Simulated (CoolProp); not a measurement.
A single-stage vapour-compression cycle with the fluid: evaporating at 264.15 K (dew point), condensing at 331.15 K (bubble point), superheat 10 K, subcooling 5 K, compressor efficiency 0.75, no pressure losses. The same conditions are run with several fluids, on thermodynamics alone (safety and materials aside).

The numbers come from the reference Helmholtz-energy equation of state of each fluid (R227EA: Lemmon 2016; R21: Platzer 1990; R134a: Tillner-Roth 1994; n-perfluoropentane: Gao 2022; R125: Lemmon 2005; R404A: Lemmon 2003) in CoolProp. The equations of Platzer and Polt are older, rougher fits. Blends and air are pseudo-pure fits.

```json
[
 {"fluid": "R227EA", "cooling COP": "1.81", "pressure ratio": "8.13", "discharge temperature (K)": "333.1", "refrigerating effect (kJ/kg)": "63.3", "volumetric capacity (kJ/m³)": "686"},
 {"fluid": "R21", "cooling COP": "2.42", "pressure ratio": "10.3", "discharge temperature (K)": "404.9", "refrigerating effect (kJ/kg)": "189", "volumetric capacity (kJ/m³)": "418"},
 {"fluid": "R134a", "cooling COP": "2.10", "pressure ratio": "7.69", "discharge temperature (K)": "360.6", "refrigerating effect (kJ/kg)": "126", "volumetric capacity (kJ/m³)": "1250"},
 {"fluid": "n-perfluoropentane", "cooling COP": "1.69", "pressure ratio": "13.5", "discharge temperature (K)": "331.1", "refrigerating effect (kJ/kg)": "44.0", "volumetric capacity (kJ/m³)": "109"},
 {"fluid": "R125", "cooling COP": "1.57", "pressure ratio": "6.08", "discharge temperature (K)": "351.0", "refrigerating effect (kJ/kg)": "62.2", "volumetric capacity (kJ/m³)": "1840"},
 {"fluid": "R404A", "cooling COP": "1.73", "pressure ratio": "6.20", "discharge temperature (K)": "357.2", "refrigerating effect (kJ/kg)": "88.3", "volumetric capacity (kJ/m³)": "1890"}
]
```

The compression ends wet for: n-perfluoropentane.
